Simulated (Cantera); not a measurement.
A closed system holds: 1 mol B2O3, 0.14 mol O2, a varied amount of N2, at 10.0 Torr.

Method: chemical equilibrium by Gibbs-energy minimisation in Cantera with the NASA 1993 tables (ideal gas, pure condensed phases). Candidate condensed phases: B, BN, B2O3; 17 gas species. Equilibrium is a limit: real reactors are often held back by kinetics, nucleation or transport.

Stable condensed phases, one row left out:

```
T in K \ n(N2) in mol
         0.12 0.21 0.35  0.6    1  1.7    3  5.1  8.7   15
   1948     A    A    A    A    A    A    A    A    A    A
   1898     A    A    A    A    A    A    A    A    A    A
   1848     B    B    B    B    A    A    A    A    A    A
   1798     B    B    B    B    B    B    A    A    A    A
   1748     B    B    B    B    B    B    B    B    A    A
   1648     B    B    B    B    B    B    B    B    B    B
   1598     B    B    B    B    B    B    B    B    B    B
   1548     B    B    B    B    B    B    B    B    B    B
   1498     B    B    B    B    B    B    B    B    B    B
   1448     B    B    B    B    B    B    B    B    B    B
   1398     B    B    B    B    B    B    B    B    B    B
```

A: gas only; B: B2O3.

Give the row for 1698 K.

0.12: B2O3; 0.21: B2O3; 0.35: B2O3; 0.6: B2O3; 1: B2O3; 1.7: B2O3; 3: B2O3; 5.1: B2O3; 8.7: B2O3; 15: B2O3.
